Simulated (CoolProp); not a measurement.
Vapour-liquid equilibrium of ethylene (1) + propylene (2) at 205.8 K; x and y are mole fractions of (1).

Model: multi-fluid Helmholtz-energy mixture model, Smukala 2000 and Lemmon 2013; pair parameters Bell 2016, in CoolProp.

Q: Give the bubble pressure and the first vapour's composition at x = 0.125, 0.2, 0.8. Is there an azeotrope?

A: x = 0.125: 1.066 bar, y = 0.683; x = 0.2: 1.480 bar, y = 0.788; x = 0.8: 4.630 bar, y = 0.978. No azeotrope shows between x = 0.05 and 0.95.

The pair parameters rest on a limited set of measurements; away from them the model extrapolates. The gap from Raoult's law changes sign with composition, which may be real or a fault of the pair parameters; it wasn't checked against measurements.
